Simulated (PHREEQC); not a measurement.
A solution holds 0.027 mol/kgw Cu(NO3)2 and 0.28 mol/kgw H2SO4, at 25 °C. Closed to the air; pH follows from the charge balance.

Computed with PHREEQC (ion-association model, wateq4f.dat).

```
quantity                  before    after
------------------------  ------  -------
pH                          0.61     2.35
ionic strength (mol/kgw)   0.409  0.00764
```

Q: Name the change that produced these shifts.
(A) diluted 100-fold with water
(B) H2SO4 from 0.28 to 0.308 mol/kgw
(C) temperature from 25 to 5 °C
(D) H2SO4 left out
(E) Cu(NO3)2 left out

A: A, diluted 100-fold with water

No solid was allowed to form.
